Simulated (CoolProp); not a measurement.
The fluid at 351.69 K and 2.49 MPa flows at 25 m/s in a round tube of 1 mm bore and 0.25 µm roughness, fully developed (64/Re and Nu = 3.66 if laminar; Colebrook and Gnielinski if turbulent). The same conditions are run with several fluids, on thermodynamics alone (safety and materials aside).

Computed with CoolProp (reference Helmholtz-energy equation of state of each fluid (R507A: Lemmon 2003; nitrogen: Span 2000; R404A: Lemmon 2003; R410A: Lemmon 2003; oxygen: Schmidt 1985)). Blends and air are pseudo-pure fits.

```
fluid     Reynolds number  Darcy friction factor  pressure drop (Pa/m)  heat-transfer coefficient (W/(m² K))  mass flow (kg/h)
--------  ---------------  ---------------------  --------------------  ------------------------------------  ----------------
R507A              173000                 0.0177                637000                                  8060              8.12
nitrogen            29000                 0.0243                181000                                  2160              1.68
R404A              174000                 0.0177                632000                                  8170              8.06
R410A              118000                 0.0188                451000                                  5370              5.44
oxygen              28700                 0.0244                209000                                  2220              1.94
```

Above 300 K oxygen's equation is extrapolated.

Transport values come from each fluid's own correlations.
